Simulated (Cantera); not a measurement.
Feed: 1 mol SiC, 0.039 mol CO2, 240 mol H2, 0.019 mol O2, equilibrated at 2150 K and 1.10 mbar.

Cantera equilibrium calculation (NASA polynomials, part measured and part estimated; ideal gas, pure solids and liquids). Candidate condensed phases: C, C6H6, C7H8, C8H18, H2O, Si, SiC, SiO2; 123 gas species. Rates play no part.

Base state: H2 0.875, H 0.119, Si 0.00353, C2H2 (acetylene) 0.00152, CO 0.000451, SiC2 0.000251, SiH 5.35e-5, Si2C 3.10e-5 (mole fractions); condensed: gas only.

What changes in the equilibrium state with this change: temperature from 2150 K to 1475 K?


| species | before | after |
|---|---|---|
| H2 | 0.875 | 0.999 |
| H | 0.119 | 0.000391 |
| CO | 0.000451 | 0.000323 |
| Si | 0.00353 | 5.79e-7 |
| SiO | 1.15e-6 | 0.000160 |
| SiC2 | 0.000251 | <1e-9 |
| C2H2 (acetylene) | 0.00152 | 2.37e-8 |
| Si2C | 3.10e-5 | <1e-9 |
| SiH | 5.35e-5 | 6.84e-8 |
| SiC(s), mol | 0 | 0.961 |
